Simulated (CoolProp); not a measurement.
Model: reference Helmholtz-energy equation of state, Thol 2019, in CoolProp.

Q: Give the vapour pressure (MPa), liquid density (kg/m³), vapour density (kg/m³), enthalpy of vaporisation (kJ/kg) of saturated decamethylcyclopentasiloxane (D5) at 521, 540.7, 589.9 K.

A: 
```json
[
 {"T (K)": "521", "p (MPa)": "0.222", "liquid density (kg/m³)": "690", "vapour density (kg/m³)": "22.7", "enthalpy of vaporisation (kJ/kg)": "95.7"},
 {"T (K)": "540.7", "p (MPa)": "0.321", "liquid density (kg/m³)": "658", "vapour density (kg/m³)": "33.6", "enthalpy of vaporisation (kJ/kg)": "87.1"},
 {"T (K)": "589.9", "p (MPa)": "0.712", "liquid density (kg/m³)": "544", "vapour density (kg/m³)": "90.7", "enthalpy of vaporisation (kJ/kg)": "57.7"}
]
```
